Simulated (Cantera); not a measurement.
Metals in furnace atmospheres: Cu + CO + O2

Input: 1 mol Cu, 1.6 mol CO, 2.6 mol O2, equilibrated at 1448 K and 10.0 mbar.

Cantera equilibrium calculation (NASA polynomials, part measured and part estimated; ideal gas, pure solids and liquids). Candidate condensed phases: C, Cu, CuO, Cu2O; 15 gas species. Kinetics and transport are ignored.

- x(CO2): 0.508
- x(O2): 0.492
- x(Cu): 9.51e-5
- x(CO): 1.58e-5
- x(O): 1.37e-5
- x(CuO): 1.48e-6
- n(Cu2O(s)): 0.500 mol
- gas amount: 3.150 mol
- log10 activity of Cu(l) (absent): -0.54
- log10 activity of C(graphite) (absent): -14.28
